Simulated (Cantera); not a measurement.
Cantera run, input and output.

```python
import numpy as np
import cantera as ct

gas = ct.Solution("gri30.yaml")
gas.TPX = 1998, 22000, {'NO': 1, 'N2': 0.59}
reactor = ct.IdealGasConstPressureReactor(gas, energy="off", clone=False)
net = ct.ReactorNet([reactor])
net.rtol, net.atol = 1e-08, 1e-18
show = ['NO', 'N2O', 'N2', 'O', 'NO2']
times = np.geomspace(2e-05, 20, 11)

steps = ct.SolutionArray(gas, extra=["t"])
rows = []
print(f"{'t/s':>10s}{'T/K':>9s}{'P/Pa':>11s}" + "".join(f"{s:>11s}" for s in show))
for t in times:
    while net.time < t:
        t_next = net.step()
        steps.append(gas.state, t=t_next)
    rows.append([np.interp(t, steps.t, y) for y in (steps.T, steps.P, *steps(*show).X.T)])
    print(f"{t:10.3e}{rows[-1][0]:9.1f}{rows[-1][1]:11.4g}" + "".join(f"{x:11.3e}" for x in rows[-1][2:]))
rate = np.gradient(steps.T, steps.t)
print("integrator steps:", len(steps.t))
if steps.T.max() > steps.T[0] + 200:
    print(f"time of steepest temperature rise: {steps.t[rate.argmax()]:.4e} s")
gas.TPX = 1998, 22000, {'NO': 1, 'N2': 0.59}
gas.equilibrate("TP")
print(f"equilibrium (TP): T = {gas.T:.1f} K  " + "  ".join(f"{s} {gas[s].X[0]:.3e}" for s in show))
```

It prints:

```
       t/s      T/K       P/Pa         NO        N2O         N2          O        NO2
 2.000e-05   1998.0    2.2e+04  6.289e-01  1.982e-06  3.711e-01  1.953e-06  5.000e-08
 7.962e-05   1998.0    2.2e+04  6.289e-01  7.766e-06  3.711e-01  7.382e-06  7.155e-07
 3.170e-04   1998.0    2.2e+04  6.289e-01  2.903e-05  3.711e-01  2.590e-05  7.976e-06
 1.262e-03   1998.0    2.2e+04  6.286e-01  9.071e-05  3.711e-01  8.859e-05  5.014e-05
 5.024e-03   1998.0    2.2e+04  6.276e-01  1.647e-04  3.715e-01  1.636e-04  1.013e-04
 2.000e-02   1998.0    2.2e+04  6.237e-01  1.707e-04  3.735e-01  1.791e-04  1.122e-04
 7.962e-02   1998.0    2.2e+04  6.079e-01  1.596e-04  3.814e-01  2.191e-04  1.410e-04
 3.170e-01   1998.0    2.2e+04  5.452e-01  1.228e-04  4.127e-01  3.313e-04  2.062e-04
 1.262e+00   1998.0    2.2e+04  3.415e-01  4.451e-05  5.145e-01  5.523e-04  2.289e-04
 5.024e+00   1998.0    2.2e+04  6.802e-02  1.815e-06  6.513e-01  7.503e-04  6.362e-05
 2.000e+01   1998.0    2.2e+04  1.016e-02  2.214e-07  6.802e-01  7.854e-04  9.985e-06
integrator steps: 1053
equilibrium (TP): T = 1998.0 K  NO 8.632e-03  N2O 2.117e-07  N2 6.809e-01  O 7.863e-04  NO2 8.494e-06
```

Model: GRI-Mech 3.0 (53 species, 325 reactions), integrated in Cantera.
